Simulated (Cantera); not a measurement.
A perfectly stirred reactor is fed with CH₄ : C₂H₆ : O₂ : N₂ = 1 : 0.4 : 3.4 : 32 (molar parts), equivalence ratio 1.0, at 2.17 atm; it is adiabatic with a 473 K inlet, and is followed from long to short residence time, starting on the burning branch (τ in s: 0.31, 0.11, 0.038, 0.013, 0.0047, 0.0017, 0.00058, 0.00021, 7.2e-05, 2.5e-05).

Model: GRI-Mech 3.0 (53 species, 325 reactions), integrated in Cantera.

What does this change do: inlet temperature 473 to 650 K?


| quantity | before | after |
|---|---|---|
| blow-out, bracketed by the residence times tried | burning at 13.0 ms, out at 4.70 ms | burning at 1.70 ms, out at 0.580 ms |
| x(CH₄) at τ = 0.310 s | 7.31e-6 | 3.82e-6 |
| x(C₂H₆) at τ = 0.310 s | 5.41e-7 | 2.72e-7 |
| x(O₂) at τ = 0.310 s | 0.00101 | 0.00114 |
| x(CH₂O) at τ = 0.310 s | 9.18e-7 | 5.82e-7 |
| x(C₂H) at τ = 0.310 s | 6.69e-10 | 8.38e-10 |
| x(CH₄) at τ = 1.70 ms | 0.0272 | 0.000155 |
| x(C₂H₆) at τ = 1.70 ms | 0.0109 | 1.21e-5 |
| x(O₂) at τ = 1.70 ms | 0.0924 | 0.00629 |
| x(CH₂O) at τ = 1.70 ms | <1e-12 | 1.71e-5 |
| x(C₂H) at τ = 1.70 ms | <1e-12 | 8.01e-9 |
